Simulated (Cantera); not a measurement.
Cantera run:

```python
import numpy as np
import cantera as ct

gas_names = """
    H HO2 H2 H2O H2O2 O OH O2 O3 P PH PH3 PO PO2 P2 P4 P4O10
""".split()
cond_names = """
    H2O(s) H2O(L) P(cr) P(L) P4O10(s)
""".split()


# ... load() reads the species with a 1 bar reference pressure and builds the phases ...
atoms = {
    'PH3': {'P': 1, 'H': 3},
    'O2': {'O': 2},
}
top_T = {'P4O10(s)': 690}  # K; cautious upper limits of use, not melting points


# ... equilibrate(T, P, feed) seeds the gas with the atoms and calls Mixture.equilibrate('TP', solver="vcs", rtol=1e-11, max_steps=5000) ...
results = []
feed = {'PH3': 1, 'O2': 3.7}  # mol
P = 3600000  # Pa
for T in [1323, 1423, 1523, 1623, 1723, 1823, 1923, 2023, 2123, 2223, 2323, 2423, 2523]:
    mix = equilibrate(T, P, feed)
    results.append((T, P, feed, dict(zip(mix.species_names, mix.species_moles))))
    x = sorted(zip(gas.X, gas.species_names), reverse=True)
    print(f"T = {T:g} K  P = {P:g} Pa  gas = {mix.phase_moles(0):.4g} mol")
    print("   x: " + "  ".join(f"{s} {v:.3e}" for v, s in x if v > 0.001))
    print("   condensed (mol): " + ("  ".join(f"{mix.phase(i).name} {mix.phase_moles(i):.4g}"
          for i in range(1, mix.n_phases) if mix.phase_moles(i) > 1e-12) or "none"))
```

It prints:

```
T = 1323 K  P = 3.6e+06 Pa  gas = 3.45 mol
   x: O2 4.927e-01  H2O 4.348e-01  P4O10 7.246e-02
   condensed (mol): none
T = 1423 K  P = 3.6e+06 Pa  gas = 3.45 mol
   x: O2 4.927e-01  H2O 4.348e-01  P4O10 7.246e-02
   condensed (mol): none
T = 1523 K  P = 3.6e+06 Pa  gas = 3.45 mol
   x: O2 4.927e-01  H2O 4.347e-01  P4O10 7.246e-02
   condensed (mol): none
T = 1623 K  P = 3.6e+06 Pa  gas = 3.45 mol
   x: O2 4.927e-01  H2O 4.346e-01  P4O10 7.245e-02
   condensed (mol): none
T = 1723 K  P = 3.6e+06 Pa  gas = 3.451 mol
   x: O2 4.925e-01  H2O 4.345e-01  P4O10 7.242e-02
   condensed (mol): none
T = 1823 K  P = 3.6e+06 Pa  gas = 3.453 mol
   x: O2 4.923e-01  H2O 4.340e-01  P4O10 7.228e-02
   condensed (mol): none
T = 1923 K  P = 3.6e+06 Pa  gas = 3.458 mol
   x: O2 4.917e-01  H2O 4.330e-01  P4O10 7.180e-02  PO2 1.985e-03  OH 1.453e-03
   condensed (mol): none
T = 2023 K  P = 3.6e+06 Pa  gas = 3.475 mol
   x: O2 4.902e-01  H2O 4.304e-01  P4O10 7.028e-02  PO2 6.637e-03  OH 2.395e-03
   condensed (mol): none
T = 2123 K  P = 3.6e+06 Pa  gas = 3.523 mol
   x: O2 4.865e-01  H2O 4.239e-01  P4O10 6.608e-02  PO2 1.954e-02  OH 3.741e-03
   condensed (mol): none
T = 2223 K  P = 3.6e+06 Pa  gas = 3.641 mol
   x: O2 4.781e-01  H2O 4.091e-01  P4O10 5.598e-02  PO2 5.074e-02  OH 5.539e-03
   condensed (mol): none
T = 2323 K  P = 3.6e+06 Pa  gas = 3.9 mol
   x: O2 4.620e-01  H2O 3.805e-01  PO2 1.129e-01  P4O10 3.586e-02  OH 7.734e-03
   condensed (mol): none
T = 2423 K  P = 3.6e+06 Pa  gas = 4.286 mol
   x: O2 4.417e-01  H2O 3.444e-01  PO2 1.914e-01  P4O10 1.044e-02  OH 1.030e-02  O 1.085e-03
   condensed (mol): none
T = 2523 K  P = 3.6e+06 Pa  gas = 4.456 mol
   x: O2 4.328e-01  H2O 3.291e-01  PO2 2.205e-01  OH 1.378e-02  O 1.778e-03
   condensed (mol): none
```

Cantera equilibrium calculation (NASA polynomials, part measured and part estimated; ideal gas, pure solids and liquids). The ideal-gas law is rough above about 30 bar. Gases not in the tables: HPO2, HPO3 and P4O6.
